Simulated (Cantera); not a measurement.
A closed system holds: 1 mol MgCO3, 2.5 mol H2O, 0.025 mol H2, held at 10.0 Pa.

These are equilibrium values from Cantera (NASA tables, ideal gas, pure condensed phases), not measurements of a reactor. Candidate condensed phases: C, C6H6, C7H8, C8H18, H2O, Mg, MgCO3, MgO, Mg(OH)2; 116 gas species. Rates play no part.

x: gas mole fraction; n: condensed amount in mol.

```csv
T (°C),x H2O,x CO2,x CO,x O2,x H2,x H,x OH,x Mg,x O,n MgO(s)
1177,0.712,0.280,0.00375,0.000283,0.00401,5.99e-5,0.000255,1.48e-8,3.38e-6,1.00
1252,0.710,0.278,0.00524,0.00141,0.00497,0.000167,0.000739,1.33e-7,2.13e-5,1.000
1327,0.704,0.274,___,___,___,___,___,___,___,1.000
1402,0.694,0.266,0.0145,0.00874,0.0115,0.00124,0.00364,9.44e-6,0.000319,1.000
1477,0.678,0.253,0.0241,0.0161,0.0178,0.00310,0.00692,6.60e-5,0.000949,1.000
1552,0.651,0.234,0.0380,0.0268,0.0270,0.00723,0.0122,0.000402,0.00252,0.998
1627,0.611,0.208,0.0562,0.0413,0.0391,0.0157,0.0201,0.00216,0.00606,0.992
1702,___,___,___,___,___,___,___,___,___,0.958
1777,0.451,0.134,0.0907,0.0857,0.0643,0.0575,0.0441,0.0435,0.0285,0.802
```

### Question
What belongs in the gaps?

### Answer

- 1702, x H2O: 0.549
- 1702, x CO2: 0.175
- 1702, x CO: 0.0762
- 1702, x O2: 0.0602
- 1702, x H2: 0.0533
- 1702, x H: 0.0316
- 1702, x OH: 0.0310
- 1702, x Mg: 0.0103
- 1702, x O: 0.0135
- 1327, x CO: 0.00857
- 1327, x O2: 0.00406
- 1327, x H2: 0.00733
- 1327, x H: 0.000466
- 1327, x OH: 0.00175
- 1327, x Mg: 1.18e-6
- 1327, x O: 9.24e-5
